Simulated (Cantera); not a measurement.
# Calcination and drying: Ca(OH)2 + H2O + H2

Charge: 1 mol Ca(OH)2, 0.26 mol H2O, 0.034 mol H2, at 0.133 bar.

Cantera equilibrium calculation (NASA polynomials, part measured and part estimated; ideal gas, pure solids and liquids). Candidate condensed phases: Ca, CaO, Ca(OH)2, H2O; 14 gas species. Rates play no part.

```
T (°C)  log p H2O  log p H2  log p OH  log p H  log p O2  log p Ca(OH)2  log p O  log p CaOH  n Ca(OH)2(s)  n CaO(s)
------  ---------  --------  --------  -------  --------  -------------  -------  ----------  ------------  --------
227         -0.93     -1.81      <-12     <-12      <-12           <-12     <-12        <-12          1.00         0
327         -0.93     -1.81      <-12     <-12      <-12           <-12     <-12        <-12          1.00         0
427         -0.89     -2.32      <-12     <-12      <-12           <-12     <-12        <-12         0.343     0.657
527         -0.89     -2.46      <-12   -12.77      <-12           <-12     <-12        <-12             0      1.00
627         -0.89     -2.46    -12.62   -11.16      <-12           <-12     <-12        <-12             0      1.00
727         -0.89     -2.46    -10.96    -9.87      <-12         -11.75     <-12        <-12             0      1.00
827         -0.89     -2.46     -9.60    -8.82      <-12         -10.49     <-12        <-12             0      1.00
927         -0.89     -2.46     -8.46    -7.93    -12.65          -9.45     <-12        <-12             0      1.00
1027        -0.89     -2.46     -7.50    -7.18    -10.99          -8.56   -12.24      -12.56             0      1.00
1127        -0.89     -2.46     -6.67    -6.54     -9.55          -7.81   -10.80      -11.34             0      1.00
1227        -0.89     -2.46     -5.96    -5.98     -8.31          -7.15    -9.55      -10.28             0     1.000
1327        -0.89     -2.46     -5.33    -5.49     -7.22          -6.58    -8.45       -9.36             0     1.000
1427        -0.89     -2.45     -4.78    -5.06     -6.26          -6.08    -7.48       -8.55             0     1.000
1527        -0.89     -2.45     -4.29    -4.67     -5.41          -5.63    -6.62       -7.83             0     1.000
```
log p: log10 of the partial pressure in bar; n: condensed amount in mol.

From 227 °C to 327 °C the condensed part is Ca(OH)2(s). At 427 °C the condensed part is CaO(s) + Ca(OH)2(s). From 527 °C to 1527 °C the condensed part is CaO(s).
